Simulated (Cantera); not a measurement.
A Cantera script and what it prints.

```python
import numpy as np
import cantera as ct

gas_names = """

""".split()
cond_names = """
    S(cr1) S(cr2) S(L) Ni(cr) Ni(L) NiS(b) NiS(a) NiS(L) Ni3S4(s)
""".split()


# ... load() reads the species with a 1 bar reference pressure and builds the phases ...
species = {s.name: s for s in load("nasa_gas.yaml", gas_names) + load("nasa_condensed.yaml", cond_names)}
# Each term lists the table entries of one substance; the one whose range holds T is used.
reactions = {
    'S + Ni = NiS':
        [(-1, ['S(cr1)', 'S(cr2)', 'S(L)']), (-1, ['Ni(cr)', 'Ni(L)']), (1, ['NiS(b)', 'NiS(a)', 'NiS(L)'])],
    'S + 3 NiS = Ni3S4':
        [(-1, ['S(cr1)', 'S(cr2)', 'S(L)']), (-3, ['NiS(b)', 'NiS(a)', 'NiS(L)']), (1, ['Ni3S4(s)'])],
}


def pick(names, T):
    return next(species[n] for n in names if species[n].thermo.min_temp <= T <= species[n].thermo.max_temp)


results = []
for label, terms in reactions.items():
    print(label)
    print("     T/K   dH/kJ  dS/(J/K)   dG/kJ   log10 K")
    for T in [300, 423, 473, 523, 573]:
        used = [(nu, pick(names, T)) for nu, names in terms]
        dH = sum(nu * s.thermo.h(T) for nu, s in used) / 1e6
        dS = sum(nu * s.thermo.s(T) for nu, s in used) / 1e3
        dG = dH - T * dS / 1e3
        logK = -dG * 1e6 / (ct.gas_constant * T * np.log(10))
        results.append((label, T, dH, dS, dG, logK, [s.name for _, s in used]))
        print(f"{T:8g} {dH:8.1f} {dS:8.1f} {dG:8.1f} {logK:8.2f}")
```

It prints:

```
S + Ni = NiS
     T/K   dH/kJ  dS/(J/K)   dG/kJ   log10 K
     300    -87.9     -9.0    -85.2    14.83
     423    -90.7    -16.2    -83.8    10.35
     473    -91.5    -18.2    -82.9     9.16
     523    -92.4    -20.0    -82.0     8.19
     573    -93.3    -21.6    -80.9     7.38
S + 3 NiS = Ni3S4
     T/K   dH/kJ  dS/(J/K)   dG/kJ   log10 K
     300    -37.5     -4.5    -36.2     6.29
     423    -39.8    -10.3    -35.4     4.37
     473    -40.2    -11.3    -34.9     3.85
     523    -40.5    -11.9    -34.3     3.42
     573    -40.5    -11.9    -33.7     3.07
```

Standard-state values (1 bar) from the NASA 1993 polynomials, evaluated with Cantera. Condensed species are held in their standard states even where they would react or evaporate.
